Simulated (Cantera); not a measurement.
Charge: 1 mol Pb, 0.11 mol H2O, 1.5 mol CO, equilibrated at 820 Pa.

Cantera equilibrium calculation (NASA polynomials, part measured and part estimated; ideal gas, pure solids and liquids). Candidate condensed phases: C, C6H6, C7H8, C8H18, H2O, Pb, PbO, PbO2, Pb3O4; 113 gas species. Kinetics and transport are ignored.

At 775 K, list the 4 most abundant gas species with their mole fractions, and the condensed phases.

CO 0.479, CO2 0.429, H2 0.0782, H2O 0.0139. Condensed: C(graphite) + Pb(l).
